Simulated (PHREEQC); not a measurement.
Make-up at 83 °C: 6.2 mol NaOH, 0.37 mol KCl and 8.1e-05 mol H4SiO4 per kg of water. Closed to the air; pH follows from the charge balance.

All values are PHREEQC results (Pitzer model, pitzer.dat), not measurements.

| quantity | before | after |
|---|---|---|
| pH | 13.70 | 11.22 |
| H3SiO4- (mol/kgw) | 1.39e-8 | 5.68e-7 |
| SI of SiO2(a) (SiO2) | -10.28 | -6.12 |

**Question.** What was changed between the two runs?
A. 0.17 mol/kgw H2SO4 added
B. KCl left out
C. diluted 100-fold with water
D. H4SiO4 from 8.1e-05 to 8.91e-05 mol/kgw

**Answer.** C, diluted 100-fold with water

Precipitation was switched off in this run. In brines, pH and single-ion activities rest on the MacInnes convention. Away from 25 °C the constants follow the database's enthalpies or fits; those with neither stay at their 25 °C values.
